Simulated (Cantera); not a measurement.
Input: 1 mol S, 4.2 mol O2, 6.4 mol H2, equilibrated at 94.0 Pa.

Method: chemical equilibrium by Gibbs-energy minimisation in Cantera with the NASA 1993 tables (ideal gas, pure condensed phases). Candidate condensed phases: H2O, H2SO4, S; 19 gas species. Rates play no part. All values below are at 950 °C.

Base state: H2O 0.865, SO2 0.135, H2 8.99e-5, O2 4.06e-5 (mole fractions); condensed: gas only.

Problem. What changes in the equilibrium state with this change: H2 from 6.4 to 0.85 mol?

Solution. 
| species | before | after |
|---|---|---|
| O2 | 4.06e-5 | 0.600 |
| SO2 | 0.135 | 0.215 |
| H2O | 0.865 | 0.184 |
| H2 | 8.99e-5 | 1.57e-7 |
| SO3 | 5.66e-6 | 0.00109 |
| OH | 8.06e-6 | 4.09e-5 |
